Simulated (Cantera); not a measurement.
Input: 1 mol SO₂, 5.8 mol H₂, held at 21.0 mbar.

These are equilibrium values from Cantera (NASA tables, ideal gas, pure condensed phases), not measurements of a reactor. Candidate condensed phases: H₂O, H₂SO₄, S; 19 gas species. Kinetics and transport are ignored. All values below are at 2900 K.

Base state: H 0.438, H₂ 0.305, H₂O 0.0804, S 0.0466, SO 0.0438, OH 0.0354, O 0.0315, SO₂ 0.00888 (mole fractions); condensed: gas only.

Q: What changes in the equilibrium state with this change: H₂ from 5.8 to 3.5 mol?

A: 
```json
[
 {"species": "H", "before": "0.438", "after": "0.395"},
 {"species": "H₂", "before": "0.305", "after": "0.248"},
 {"species": "H₂O", "before": "0.0804", "after": "0.0962"},
 {"species": "SO", "before": "0.0438", "after": "0.0755"},
 {"species": "SO₂", "before": "0.00888", "after": "0.0225"},
 {"species": "O", "before": "0.0315", "after": "0.0465"},
 {"species": "OH", "before": "0.0354", "after": "0.0470"},
 {"species": "S", "before": "0.0466", "after": "0.0546"},
 {"species": "O₂", "before": "0.00331", "after": "0.00719"},
 {"species": "S₂O", "before": "1.03e-5", "after": "2.07e-5"},
 {"species": "S₂", "before": "0.00131", "after": "0.00179"}
]
```
